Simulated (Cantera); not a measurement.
What does this Cantera script print?

```python
import numpy as np
import cantera as ct

gas_names = [...]  # 58 gases of nasa_gas.yaml made of F, H, N, O, Si
cond_names = """
    H2O(s) H2O(L) Si(cr) Si(L) SiO2(Lqz) SiO2(hqz) SiO2(L) Si2N2O(s) Si3N4(a)
""".split()


# ... load() reads the species with a 1 bar reference pressure and builds the phases ...
atoms = {
    'SiF4': {'Si': 1, 'F': 4},
    'O3': {'O': 3},
    'H2': {'H': 2},
    'NO': {'N': 1, 'O': 1},
}
top_T = {'Si2N2O(s)': 2100, 'Si3N4(a)': 2400}  # K; cautious upper limits of use, not melting points


# ... equilibrate(T, P, feed) seeds the gas with the atoms and calls Mixture.equilibrate('TP', solver="vcs", rtol=1e-11, max_steps=5000) ...
results = []
feed = {'SiF4': 1, 'O3': 0.48, 'H2': 0.13, 'NO': 0.96}  # mol
P = 1333.22  # Pa
for T in [1673, 1698, 1723, 1748, 1773, 1798, 1823, 1848, 1873, 1898, 1923, 1948, 1973]:
    mix = equilibrate(T, P, feed)
    results.append((T, P, feed, dict(zip(mix.species_names, mix.species_moles))))

top = {s: max(r[3][s] / sum(r[3][g] for g in gas_names) for r in results) for s in gas_names}
cols = sorted((s for s in top if top[s] > 1e-06), key=lambda s: -top[s])[:7]
seen = [c for c in cond_names if any(r[3].get(c, 0) > 1e-12 for r in results)]
print("log10 of partial pressures in bar; condensed amounts in mol")
print(f"{'T/K':>10s}" + "".join(f"{s[:9]:>10s}" for s in cols + seen))
for T, P, feed, n in results:
    ng = sum(n[g] for g in gas_names)
    print(f"{T:10.4g}" + "".join(f"{np.log10(max(n[s] / ng * P / 1e5, 1e-99)):10.3f}" for s in cols)
          + "".join(f"{n.get(c, 0):10.4g}" for c in seen))
```

Result:

```
log10 of partial pressures in bar; condensed amounts in mol
       T/K        O2      SiF4        N2        HF        NO         O      SiF3 SiO2(hqz)   SiO2(L)
      1673    -2.270    -2.353    -2.645    -2.912    -4.649    -5.611    -6.611   0.06461         0
      1698    -2.270    -2.353    -2.645    -2.911    -4.608    -5.494    -6.452         0   0.06463
      1723    -2.270    -2.353    -2.645    -2.911    -4.567    -5.380    -6.298         0   0.06464
      1748    -2.270    -2.353    -2.645    -2.911    -4.528    -5.270    -6.149         0   0.06465
      1773    -2.271    -2.353    -2.646    -2.911    -4.489    -5.163    -6.005         0   0.06466
      1798    -2.271    -2.353    -2.646    -2.911    -4.452    -5.058    -5.865         0   0.06467
      1823    -2.271    -2.353    -2.646    -2.911    -4.416    -4.957    -5.728         0   0.06467
      1848    -2.271    -2.353    -2.647    -2.911    -4.381    -4.858    -5.595         0   0.06466
      1873    -2.272    -2.354    -2.647    -2.911    -4.347    -4.762    -5.466         0   0.06465
      1898    -2.272    -2.354    -2.648    -2.912    -4.314    -4.669    -5.341         0   0.06463
      1923    -2.273    -2.354    -2.648    -2.912    -4.281    -4.578    -5.219         0   0.06459
      1948    -2.273    -2.354    -2.649    -2.912    -4.250    -4.489    -5.100         0   0.06454
      1973    -2.274    -2.355    -2.649    -2.912    -4.219    -4.403    -4.984         0   0.06445
```

These are equilibrium values from Cantera (NASA tables, ideal gas, pure condensed phases), not measurements of a reactor. The tables' values for SiF3, SiO2 are old estimates; treat these amounts as uncertain. The tables hold silica as quartz up to 1696 K and as liquid above; real silica turns to tridymite and cristobalite and melts near 1996 K.
